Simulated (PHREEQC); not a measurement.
Consider water at 25 °C with 0.0022 mol/kgw NiCl2. Closed to the air; pH follows from the charge balance.

All values are PHREEQC results (ion-association model, wateq4f.dat), not measurements.

Each row changes one thing in this solution. No solid was allowed to form.

```tsv
case	pH	NiCl+ (mol/kgw)	NiOH+ (mol/kgw)	Ni(OH)2 (mol/kgw)
as made	6.32	1.70e-5	4.90e-7	6.83e-10
temperature from 25 to 50 °C	5.97	1.68e-5	1.10e-6	1.35e-10
NiCl2 from 0.0022 to 0.00242 mol/kgw	6.31	[?]	5.12e-7	[?]
NiCl2 from 0.0022 to 0.00022 mol/kgw	6.71	2.16e-7	1.44e-7	5.25e-10
diluted 100-fold with water	6.94	2.34e-9	2.59e-8	1.63e-10
```

**Question.** Complete the blanks.

**Answer.** 
- NiCl2 from 0.0022 to 0.00242 mol/kgw, NiCl+ (mol/kgw): 2.03e-5
- NiCl2 from 0.0022 to 0.00242 mol/kgw, Ni(OH)2 (mol/kgw): 6.85e-10

Complexes and solids missing from the database can't appear. In wateq4f.dat the enthalpy of Ni(OH)2 has the wrong sign, so its saturation index can't be trusted away from 25 °C. Constants without temperature data keep their 25 °C values here.
